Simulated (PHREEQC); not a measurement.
Consider water at 20 °C with 14 mmol/kgw HF, 130 mmol/kgw H2SiF6 and 0.5 mmol/kgw HBF4. Closed to the air; pH follows from the charge balance.

Computed with PHREEQC (ion-association model, phreeqc.dat).

| Item | Result |
|---|---|
| pH | 0.70 |
| ionic strength | 0.390 mol/kgw |
| activity of water | 0.993 |
| density | 1.011 g/cm³ |
| total alkalinity | -796 meq/kg |

| species | molality | activity | log γ |
|---|---|---|---|
| H+ | 0.260 | 0.202 | -0.111 |
| SiF6-2 | 0.130 | 0.0308 | -0.624 |
| HF | 0.0149 | 0.0163 | 0.039 |
| BF4- | 0.000474 | 0.000347 | -0.135 |
| H4SiO4 | 0.000161 | 0.000176 | 0.039 |
| F- | 9.03e-5 | 5.91e-5 | -0.184 |
| H3BO3 | 1.55e-5 | 1.69e-5 | 0.039 |
| BF3OH- | 9.64e-6 | 7.06e-6 | -0.135 |

No solid was allowed to form. Saturation is exceeded, for instance for Quartz (slow to form); the values hold only as long as no solid forms. SiF6-2 is the database's only silicon fluoride. Real BF4- forms and hydrolyses slowly; the run takes it at equilibrium.
